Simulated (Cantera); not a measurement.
Fluorocarbon and chlorocarbon gases: CH3Cl + H2

A closed system holds: 1 mol CH3Cl, a varied amount of H2, held at 0.00340 bar.

Method: chemical equilibrium by Gibbs-energy minimisation in Cantera with the NASA 1993 tables (ideal gas, pure condensed phases). Candidate condensed phases: C, C6H6, C7H8, C8H18; 91 gas species. Kinetics and transport are ignored.

### Question
Map the stable condensed phases over T = 2523, 2573, 2623, 2673, 2723, 2773, 2823, 2873, 2923, 2973, 3023 K and n(H2) in mol = 0.81, 1.1, 1.4, 1.9, 2.5, 3.3, 4.3.

### Answer
```
T in K \ n(H2) in mol
         0.81  1.1  1.4  1.9  2.5  3.3  4.3
   3023     A    A    A    A    A    A    A
   2973     A    A    A    A    A    A    A
   2923     B    B    B    A    A    A    A
   2873     B    B    B    B    B    B    A
   2823     B    B    B    B    B    B    B
   2773     B    B    B    B    B    B    B
   2723     B    B    B    B    B    B    B
   2673     B    B    B    B    B    B    B
   2623     B    B    B    B    B    B    B
   2573     B    B    B    B    B    B    B
   2523     B    B    B    B    B    B    B
```
A: gas only; B: C.
